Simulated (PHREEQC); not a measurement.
Dissolve 1.4 mmol/kgw H2SO4, 82 mmol/kgw ZnSO4 and 33 mmol/kgw MnSO4 at 25 °C. Closed to the air; pH follows from the charge balance.

All values are PHREEQC results (ion-association model, wateq4f.dat), not measurements.

Q: The ionic strength comes out as 0.230 mol/kgw. What activity coefficients do Mn+2, H+, Zn+2, SO4-2, Zn(SO4)2-2 get?

A: Mn+2 0.31, H+ 0.79, Zn+2 0.31, SO4-2 0.28, Zn(SO4)2-2 0.30.

No solid was allowed to form.
